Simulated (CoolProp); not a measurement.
A Linde-Hampson liquefier for CF4 (R14): isothermal reversible compression at 320 K from 1 atm to 10 MPa, throttling to 1 atm, return gas leaving the recuperator 10 K below the feed. Each further row changes one setting.

The numbers come from the reference Helmholtz-energy equation of state, Platzer 1990 in CoolProp. This equation is an older, rougher fit; its heat capacities, sound speeds and derivatives of the liquid may be far off and weren't checked against measurements.

```tsv
case	liquid yield per pass	compression work (kJ/kg of gas)
as stated	0.118	131
high pressure 20 MPa	…	…
warm-end temperature 350 K	0.079	…
warm-end gap 15 K	…	131
```

Some entries are withheld; supply them.


- high pressure 20 MPa, liquid yield per pass: 0.202
- high pressure 20 MPa, compression work (kJ/kg of gas): 148
- warm-end temperature 350 K, compression work (kJ/kg of gas): 146
- warm-end gap 15 K, liquid yield per pass: 0.104
